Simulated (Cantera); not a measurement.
A perfectly stirred reactor is fed with 0.294 % CH4, 1.76 % O2, 97.9 % N2, equivalence ratio 0.33, at 1.20 bar; it is held at 1175 K, and followed from long to short residence time.

Model: GRI-Mech 3.0 (53 species, 325 reactions), integrated in Cantera.

### Question
Predict: x(CH4) at τ = 4.80 s; x(O2) at τ = 4.80 s; x(CO2) at τ = 4.80 s; x(H2O) at τ = 4.80 s; x(CH4) at τ = 24.0 ms; x(O2) at τ = 24.0 ms; x(CO2) at τ = 24.0 ms; x(HCO) at τ = 24.0 ms; x(H2O) at τ = 24.0 ms.

### Answer
```
Property                  Value
---------------------  --------
x(CH4) at τ = 4.80 s    4.95e-6
x(O2) at τ = 4.80 s      0.0118
x(CO2) at τ = 4.80 s    0.00290
x(H2O) at τ = 4.80 s    0.00586
x(CH4) at τ = 24.0 ms  0.000199
x(O2) at τ = 24.0 ms     0.0128
x(CO2) at τ = 24.0 ms   0.00165
x(HCO) at τ = 24.0 ms   1.98e-8
x(H2O) at τ = 24.0 ms   0.00531
```
